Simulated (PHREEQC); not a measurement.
Make-up at 20 °C: 0.075 mol/kgw NaHSO4, 0.00023 mol/kgw Na2SO4 and 0.0014 mol/kgw KCl. Closed to the air; pH follows from the charge balance.

Equilibrium calculation in PHREEQC: ion-association model, phreeqc.dat.

Precipitation was switched off in this run.

Question: What pH, density does the model give?

Answer: pH 1.52; density 1.005 g/cm³.

Question: In which forms is K present?

Answer: K+ 94 %, KSO4- 6.4 % of the K.
